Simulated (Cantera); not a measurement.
A closed system holds: 1 mol SiH₂Cl₂, 0.48 mol H₂O, held at 15.8 Torr.

Equilibrium computed with Cantera from the NASA thermochemical tables; the gas is ideal and each condensed phase is pure. Candidate condensed phases: H₂O, Si, SiO₂; 30 gas species. Mutual solubility and eutectic melting of coexisting phases are not modelled. Rates play no part.

Over these rows the condensed part is Si(s) + SiO₂(β-quartz). Partial pressures as log10 of bar:

```
T (K)  1000/T (1/K)  log p SiCl₂  log p H₂  log p SiCl₄  log p SiHCl₃  log p HCl
-----  ------------  -----------  --------  -----------  ------------  ---------
850          1.1765        -5.73     -1.81        -2.33         -3.11      -3.81
900          1.1111        -5.19     -1.82        -2.33         -3.13      -3.57
950          1.0526        -4.71     -1.82        -2.34         -3.14      -3.36
1000         1.0000        -4.28     -1.82        -2.35         -3.16      -3.17
1050         0.9524            ?     -1.83        -2.37         -3.18      -3.00
1100         0.9091        -3.55     -1.84        -2.39         -3.21      -2.85
```

Fit log p(SiCl₂) = a + b·(1000/T) to the five rows, give the apparent enthalpy, and predict the row at 1050 K.

Means: 1000/T = 1.0499, log p = -4.692. Sxy = -0.343289, Sxx = 0.0420949, so b = -8.16 and a = -4.692 − (-8.16)×1.0499 = 3.87.
Apparent enthalpy: −19.145 × (-8.16) = 156 kJ/mol. With the condensed phases at unit activity, 1/2 Si(s) + 1/2 SiCl₄(g) = SiCl₂(g) links this pressure to the main gases: over the six rows their terms move log p by -0.03 in all, so the slope is close to that reaction's ΔH°. The five rows lie within 0.01 of the line.
Prediction at 1050 K: 3.87 + (-8.16)×0.9524 = -3.90. The computed value is -3.90, 0.00 from the line.
